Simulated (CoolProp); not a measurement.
n-octane along the isotherm 528.8 K: Z from the reference equation and from simpler models built on Tc = 568.7 K, pc = 2484 kPa, ω = 0.398; each cubic takes its own stable root.

The numbers come from the reference Helmholtz-energy equation of state, Beckmüller 2019 in CoolProp.

| p (kPa) | phase | reference | Redlich-Kwong | Peng-Robinson |
|---|---|---|---|---|
| 19.6 | gas | 0.9963 | 0.9967 | 0.9962 |
| 44.7 | gas | 0.9915 | 0.9924 | 0.9913 |
| 102 | gas | 0.9805 | 0.9826 | 0.9800 |
| 231 | gas | 0.9550 | ? | ? |
| 527 | gas | ? | ? | ? |
| 1200 | gas | 0.7132 | 0.7531 | ? |
| 2730 | liquid | ? | 0.1976 | ? |
| 6210 | liquid | 0.3289 | 0.3952 | 0.3419 |

### Question
What belongs in the gaps?

### Answer

- 231, Redlich-Kwong: 0.9599
- 231, Peng-Robinson: 0.9540
- 527, reference: 0.8924
- 527, Redlich-Kwong: 0.9046
- 527, Peng-Robinson: 0.8908
- 1200, Peng-Robinson: 0.7162
- 2730, reference: 0.1535
- 2730, Peng-Robinson: 0.1658
